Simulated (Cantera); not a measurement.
A closed system holds: 1 mol V₂O₅, 5.4 mol H₂, 0.098 mol H₂O.

Equilibrium computed with Cantera from the NASA thermochemical tables; the gas is ideal and each condensed phase is pure. Candidate condensed phases: H₂O, V, VO, V₂O₃, V₂O₄, V₂O₅; 12 gas species. Condensed phases not in the tables: the oxides between V₂O₃ and V₂O₅ other than VO₂. Rates play no part.

**Question.** What condenses at these points (T in K, P in Pa): (1823, 1000000); (1823, 1400); (2023, 10); (2023, 1400); (2123, 52)?

**Answer.** 
| T (K) | P in Pa | condensed phases | V condensed (%) |
|---|---|---|---|
| 1823 | 1000000 | V₂O₃ | 100.0 |
| 1823 | 1400 | V₂O₃ | 99.9 |
| 2023 | 10 | gas only | 0.0 |
| 2023 | 1400 | V₂O₃ | 98.3 |
| 2123 | 52 | gas only | 0.0 |
